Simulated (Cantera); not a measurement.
Nitride etching: BN + O2 + N2

Feed: 1 mol BN, a varied amount of O2, 6.1 mol N2, held at 10.0 mbar.

Equilibrium computed with Cantera from the NASA thermochemical tables; the gas is ideal and each condensed phase is pure. Candidate condensed phases: B, BN, B2O3; 17 gas species. Kinetics and transport are ignored.

Problem. Map the stable condensed phases over T = 1798, 1823, 1848, 1873, 1898, 1923, 1948, 1973, 1998, 2023, 2048, 2073, 2098, 2123 K and n(O2) in mol = 0.31, 0.4, 0.51, 0.65, 0.82, 1, 1.3.

Solution. 
```
T in K \ n(O2) in mol
         0.31  0.4 0.51 0.65 0.82    1  1.3
   2123     A    A    B    B    B    B    B
   2098     A    A    B    B    B    B    B
   2073     A    A    A    B    B    B    B
   2048     A    A    A    B    B    B    B
   2023     A    A    A    B    B    B    B
   1998     A    A    A    B    B    B    B
   1973     A    A    A    B    B    B    B
   1948     A    A    A    B    B    B    B
   1923     A    A    A    B    B    B    B
   1898     A    A    A    B    B    B    B
   1873     A    A    A    B    B    B    B
   1848     A    A    A    B    B    B    B
   1823     A    A    A    A    B    B    B
   1798     A    A    A    A    B    B    B
```
A: BN; B: gas only.
